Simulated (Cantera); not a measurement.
Premixed flame

A freely propagating, adiabatic, planar premixed flame of 21.4 % H₂, 13.5 % O₂, 50.9 % N₂, 14.1 % H₂O, equivalence ratio 0.79, unburnt at 700 K and 1000000 Pa; mixture-averaged transport, grid criteria slope 0.08 and curve 0.16, no radiation.

Computed with Cantera and the H2/O2 subset of GRI-Mech 3.0, which has no nitrogen chemistry. The hydrogen kinetics of GRI-Mech 3.0 are dated; newer H2 mechanisms differ, most at raised pressure. Burning velocities carry a grid error of a few per cent, more on coarse grids.

```tsv
z (mm)	T (K)	u (m/s)	x H₂	x O₂	x H₂O	x HO₂	x O	x H₂O₂
-0.116	701	1.74	0.209	0.136	0.142	3.44e-7	<1e-8	2.59e-7
-0.0771	706	1.73	0.199	0.138	0.145	4.09e-6	<1e-8	3.08e-6
-0.0578	715	1.73	0.188	0.139	0.148	1.25e-5	<1e-8	9.34e-6
-0.0386	750	1.78	0.165	0.141	0.157	6.46e-5	1.45e-8	4.58e-5
-0.0193	956	2.18	0.116	0.135	0.195	0.000630	5.65e-6	0.000315
-0.00964	1247	2.80	0.0802	0.115	0.242	0.00106	0.000132	0.000361
0	1583	3.53	0.0456	0.0856	0.299	0.000613	0.000749	2.74e-5
0.00964	1805	4.02	0.0233	0.0619	0.339	0.000264	0.00129	6.98e-6
0.0193	1926	4.29	0.0130	0.0500	0.358	0.000129	0.00134	4.62e-6
0.0386	2032	4.52	0.00593	0.0424	0.373	4.94e-5	0.000906	2.76e-6
0.0771	2093	4.64	0.00230	0.0397	0.381	1.69e-5	0.000393	1.50e-6
0.154	2116	4.69	0.000831	0.0391	0.384	6.78e-6	0.000166	8.61e-7
0.309	2122	4.70	0.000472	0.0390	0.385	4.70e-6	0.000109	6.79e-7
```
x: mole fraction of selected species; z is measured from the peak of heat release.

```json
{
  "laminar_burning_velocity": "175 cm/s",
  "thermal_thickness": "0.0386 mm",
  "peak x(HO₂)": "0.00107",
  "peak x(O)": "0.00136",
  "peak x(H₂O₂)": "0.000420",
  "grid_points": "109"
}
```
